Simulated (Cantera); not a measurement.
Input: 1 mol AlI3, 2.4 mol N2O, 630 mol H2, 56 mol N2, at 0.133 bar.

Equilibrium computed with Cantera from the NASA thermochemical tables; the gas is ideal and each condensed phase is pure. Candidate condensed phases: Al, AlI3, AlN, Al2O3, H2O, I2; 41 gas species. The tables' values for AlOH are old estimates; treat these amounts as uncertain. Kinetics and transport are ignored.

x: gas mole fraction; n: condensed amount in mol.

```
T (K)   x H2    x N2       x H      x HI       x I    x H2O     x AlI  n Al2O3(s)
-----  -----  ------  --------  --------  --------  -------  --------  ----------
798    0.910  0.0846  6.96e-12   0.00434   1.02e-5  0.00130    <1e-12       0.500
898    0.910  0.0846  2.86e-10   0.00431   4.07e-5  0.00130    <1e-12       0.500
998    0.910  0.0846   5.62e-9   0.00422  0.000123  0.00130    <1e-12       0.500
1098   0.910  0.0846   6.46e-8   0.00405  0.000295  0.00130    <1e-12       0.500
1198   0.910  0.0846       ___   0.00376       ___  0.00130    <1e-12       0.500
1298   0.910  0.0846   2.80e-6   0.00334   0.00101  0.00130  3.06e-11       0.500
1398   0.910  0.0846   1.24e-5   0.00284   0.00150  0.00130  6.79e-10       0.500
1498   0.910  0.0846   4.49e-5   0.00234   0.00201  0.00130   9.27e-9       0.500
1598   0.910  0.0845  0.000139   0.00188   0.00247  0.00130   8.59e-8       0.500
1698   0.909  0.0845  0.000378   0.00149   0.00285  0.00130   5.83e-7       0.500
1798   0.909  0.0845  0.000919   0.00118   0.00316  0.00131   3.06e-6       0.499
1898   0.908  0.0844       ___       ___   0.00339  0.00132       ___       0.495
1998   0.906  0.0843   0.00418  0.000744   0.00354  0.00138   4.40e-5       0.481
2098   0.902  0.0841   0.00800  0.000593   0.00362  0.00155  0.000114       0.437
```

Fill in the missing entries.


- 1198, x H: 4.97e-7
- 1198, x I: 0.000590
- 1898, x H: 0.00204
- 1898, x HI: 0.000935
- 1898, x AlI: 1.29e-5
